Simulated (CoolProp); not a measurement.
Vapour-liquid equilibrium of methanol (1) + water (2) at 388.4 K; x and y are mole fractions of (1).

The numbers come from the multi-fluid Helmholtz-energy mixture model, de Reuck 1993 and Wagner 2002; pair parameters Bell 2016 in CoolProp.

### Question
Give the bubble pressure and the first vapour's composition at x = 0.2, 0.575, 0.8. Is there an azeotrope?

### Answer
x = 0.2: 0.2770 MPa, y = 0.484; x = 0.575: 0.4211 MPa, y = 0.792; x = 0.8: 0.4946 MPa, y = 0.905. No azeotrope shows between x = 0.05 and 0.95.

The pair parameters rest on a limited set of measurements; away from them the model extrapolates.
